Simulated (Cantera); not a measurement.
An isothermal, constant-pressure homogeneous reactor starts with CH₄ : H₂ : N₂ = 0.0071 : 1 : 0.00042 (molar parts), at 1673 K and 2670 Pa. Integrator tolerance rtol = 1e-08.

Computed with Cantera and GRI-Mech 3.0 (53 species, 325 reactions). GRI-Mech 3.0 stops at C3 and has no aromatics, soot or wall deposition, so with more carbon than oxygen in the feed, carbon stays in small species such as C2H2 where larger ones or solid carbon would form. Radical loss at walls, strong at low pressure, is not modelled.

Question: What does this change do: H2 1 to 0.2 parts?

Answer: 
| quantity | before | after |
|---|---|---|
| x(CH₄) at 2.00 s | 0.00465 (gas-phase equilibrium 0.000237) | 0.0102 (gas-phase equilibrium 0.000509) |
| x(H₂) at 2.00 s | 0.993 (gas-phase equilibrium 0.995) | 0.975 (gas-phase equilibrium 0.981) |
| x(CH₃) at 2.00 s | 6.43e-5 (gas-phase equilibrium 3.39e-6) | 0.000138 (gas-phase equilibrium 7.33e-6) |
| x(CH₂) at 2.00 s | 4.32e-8 (gas-phase equilibrium 2.40e-9) | 8.83e-8 (gas-phase equilibrium 5.23e-9) |
| x(C₂H₄) at 2.00 s | 3.52e-6 (gas-phase equilibrium 5.00e-6) | 2.60e-5 (gas-phase equilibrium 2.38e-5) |
| x(C₂H₆) at 2.00 s | 7.44e-8 (gas-phase equilibrium 3.52e-10) | 3.49e-7 (gas-phase equilibrium 1.65e-9) |
